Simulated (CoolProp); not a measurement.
Values from CoolProp's reference Helmholtz-energy equation of state, Span 1996.

Q: For carbon dioxide, give the phase and the isothermal compressibility (1/MPa), conductivity (mW/(m K)) at 15.05 °C and 8210 kPa; 85.15 °C and 8210 kPa.

A: 
- 15.05 °C and 8210 kPa: liquid; isothermal compressibility 0.0137, conductivity 98.9
- 85.15 °C and 8210 kPa: supercritical; isothermal compressibility 0.164, conductivity 29.0

Thermal conductivity comes from a separate model (Huber 2016).
